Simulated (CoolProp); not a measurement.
A simple Rankine cycle with R123: condensing at 304.15 K, boiler at 0.442 MPa, turbine inlet 364.2 K, turbine efficiency 0.8, pump efficiency 0.8, no recuperator. Each further row changes one setting.

The numbers come from the reference Helmholtz-energy equation of state, Younglove 1994 in CoolProp. It is a modified Benedict-Webb-Rubin equation, recast in Helmholtz form.

```json
[
 {"case": "as stated", "thermal efficiency (%)": "9.1", "net work (kJ/kg)": "18.8", "heat in (kJ/kg)": "207", "turbine exit temperature (K)": "331.4", "volume ratio over the turbine": "3.80"},
 {"case": "turbine inlet 384.2 K", "thermal efficiency (%)": "9.0", "net work (kJ/kg)": "20.1", "heat in (kJ/kg)": "223", "turbine exit temperature (K)": "351.5", "volume ratio over the turbine": "3.77"},
 {"case": "condensing temperature 296.15 K", "thermal efficiency (%)": "___", "net work (kJ/kg)": "22.7", "heat in (kJ/kg)": "___", "turbine exit temperature (K)": "___", "volume ratio over the turbine": "___"},
 {"case": "boiler pressure 0.309 MPa", "thermal efficiency (%)": "6.8", "net work (kJ/kg)": "14.3", "heat in (kJ/kg)": "210", "turbine exit temperature (K)": "340.7", "volume ratio over the turbine": "2.65"},
 {"case": "turbine efficiency 0.7", "thermal efficiency (%)": "7.9", "net work (kJ/kg)": "16.4", "heat in (kJ/kg)": "207", "turbine exit temperature (K)": "334.7", "volume ratio over the turbine": "3.85"}
]
```

Question: What belongs in the gaps?

Answer: 
- condensing temperature 296.15 K, thermal efficiency (%): 10.5
- condensing temperature 296.15 K, heat in (kJ/kg): 215
- condensing temperature 296.15 K, turbine exit temperature (K): 325.2
- condensing temperature 296.15 K, volume ratio over the turbine: 5.03
